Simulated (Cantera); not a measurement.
**Ignition delay**

Mixture: 21.6 % CO, 1.10 % H₂, 11.7 % O₂, 44.1 % N₂, 21.4 % H₂O, at 1.00 bar, adiabatic and at constant pressure. Ignition delay is the time to a rise of 400 K.

Cantera simulation using GRI-Mech 3.0 (53 species, 325 reactions); the numbers are that mechanism's predictions, not measurements. Where the delays flatten at high temperature, the 400 K rule measures the pace of heat release, not the induction time.

| T0 (K) | delay (ms) |
|---|---|
| 1098 | 0.789 |
| 1148 | 0.373 |
| 1198 | 0.232 |
| 1248 | 0.165 |
| 1298 | 0.128 |
| 1348 | 0.104 |

| Quantity | Result |
|---|---|
| apparent activation energy between 1248 and 1348 K | 64 kJ/mol |
